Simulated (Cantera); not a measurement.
# Carbothermic reduction: Ta₂O₅ + C + CO

Feed: 1 mol Ta₂O₅, 1.1 mol C, 0.014 mol CO, equilibrated at 443 Torr.

Cantera equilibrium calculation (NASA polynomials, part measured and part estimated; ideal gas, pure solids and liquids). Candidate condensed phases: C, Ta, TaC, Ta₂O₅; 15 gas species. Mutual solubility and eutectic melting of coexisting phases are not modelled. TaC: taken at fixed stoichiometry. Condensed phases not in the tables: Ta₂C. Rates play no part.

```
T (K)   x CO    x CO₂    x TaO₂     x TaO  n C(graphite)  n Ta₂O₅(s)  n TaC(s)
-----  -----  -------  --------  --------  -------------  ----------  --------
825    0.176    0.824    <1e-12    <1e-12           1.11        1.00         0
925    0.520    0.480    <1e-12    <1e-12           1.10        1.00         0
1025   0.852    0.148    <1e-12    <1e-12           1.10        1.00         0
1125   0.968   0.0323    <1e-12    <1e-12           1.10        1.00         0
1225   0.992  0.00778    <1e-12    <1e-12           1.10        1.00         0
1325   0.998  0.00227    <1e-12    <1e-12           1.10        1.00         0
1425   0.998  0.00179    <1e-12    <1e-12              0       0.843     0.315
1525   0.998  0.00178  4.76e-12    <1e-12              0       0.843     0.315
1625   0.998  0.00177  1.12e-10    <1e-12              0       0.843     0.315
1725   0.998  0.00176   1.80e-9  2.61e-11              0       0.843     0.315
1825   0.998  0.00175   2.12e-8  4.76e-10              0       0.843     0.315
1925   0.998  0.00174   1.91e-7   6.38e-9              0       0.843     0.315
```
x: gas mole fraction; n: condensed amount in mol.

From 825 K to 1325 K the condensed part is C(graphite) + Ta₂O₅(s). From 1425 K to 1925 K the condensed part is TaC(s) + Ta₂O₅(s).
